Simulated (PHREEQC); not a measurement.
FeCl3 is added in steps, without added water, to 1 kg of water holding 0.065 mol/kgw H2SO4, 0.0081 mol/kgw NaCl and 0.00051 mol/kgw KCl, at 61 °C. Oxygen is held at 0.21 atm. No CO2 enters from the air. Only these solids could form: Fe(OH)3(a), Halite, Sylvite, Jarosite-K.

Base run: PHREEQC, ion-association model, phreeqc.dat. Each further column changes one thing. The table gives FeHSO4+2 (mol/kgw).

```csv
FeCl3 added (mol),base,Debye-Hückel limiting law,database wateq4f.dat,Davies equation for every ion,all activity coefficients set to 1
0,0,0,0,0,0
0.0195,0.00511,0.00379,0.00510,0.00466,…
0.0455,0.0101,…,0.0100,0.00919,0.00741
0.065,0.0122,0.00175,0.0121,0.0113,0.00914
0.0845,0.0134,…,0.0132,0.0128,0.0102
0.1105,0.0142,…,0.0139,0.0141,…
0.13,0.0145,…,0.0141,…,0.0113
```

Question: Complete the blanks.

Answer: 
- 0.0195, all activity coefficients set to 1: 0.00348
- 0.0455, Debye-Hückel limiting law: 0.00304
- 0.0845, Debye-Hückel limiting law: 0.000974
- 0.1105, Debye-Hückel limiting law: 0.000450
- 0.1105, all activity coefficients set to 1: 0.0110
- 0.13, Debye-Hückel limiting law: 0.000256
- 0.13, Davies equation for every ion: 0.0147

At this temperature some constants are extrapolated from 25 °C, and those without enthalpy data are left unchanged. The ionic strength passes 0.7 mol/kgw, the rough limit of the ion-association models, in part of: Debye-Hückel limiting law. phreeqc.dat and wateq4f.dat share most of their constants, so their agreement is no independent check. Solids allowed in the column 'database wateq4f.dat': Fe(OH)3(a), Jarosite-K, Jarosite-Na, Halite, Mirabilite.
